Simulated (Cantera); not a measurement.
A perfectly stirred reactor is fed with NO : N2 = 1 : 1.9 (molar parts), at 0.133 bar; it is held at 2023 K, and followed from long to short residence time.

Detailed kinetics in Cantera: GRI-Mech 3.0 (53 species, 325 reactions).

| quantity | before | after |
|---|---|---|
| x(NO) at τ = 0.430 s | 0.310 | 0.494 |
| x(N2) at τ = 0.430 s | 0.672 | 0.464 |
| x(NO2) at τ = 0.430 s | 5.80e-5 | 0.000137 |
| x(O) at τ = 0.430 s | 0.000344 | 0.000513 |
| x(O2) at τ = 0.430 s | 0.0171 | 0.0415 |
| x(NO) at τ = 17.0 ms | 0.344 | 0.575 |
| x(N2) at τ = 17.0 ms | 0.656 | 0.424 |
| x(NO2) at τ = 17.0 ms | 2.77e-5 | 6.37e-5 |
| x(O) at τ = 17.0 ms | 0.000164 | 0.000240 |
| x(O2) at τ = 17.0 ms | 0.000454 | 0.00130 |

Question: What was changed between the two runs?
(A) temperature 2023 to 1798 K
(B) NO 1 to 0.15 parts
(C) NO 1 to 2.6 parts
(D) N2 1.9 to 0.22 parts

Answer: C, NO 1 to 2.6 parts
